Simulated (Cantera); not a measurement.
Mixture: H2 : O2 : N2 : H2O = 1 : 0.278 : 1.04 : 0.61 (molar parts), at 35.0 bar, adiabatic and at constant volume. Ignition delay is the time to a rise of 400 K.

Model: the H2/O2 subset of GRI-Mech 3.0, which has no nitrogen chemistry, integrated in Cantera. The hydrogen kinetics of GRI-Mech 3.0 are dated; newer H2 mechanisms differ, most at raised pressure. The pressure lies above the range GRI-Mech 3.0 was tuned for (to about 10 atm).

**Question.** Predict: delay at 1025 K; delay at 1175 K; delay at 1325 K; delay at 1475 K; apparent activation energy between 1400 and 1550 K.

**Answer.** 
```
Item                                                     Value
--------------------------------------------------  ----------
delay at 1025 K                                        2.17 ms
delay at 1175 K                                       0.170 ms
delay at 1325 K                                        23.6 µs
delay at 1475 K                                        4.25 µs
apparent activation energy between 1400 and 1550 K  200 kJ/mol
```
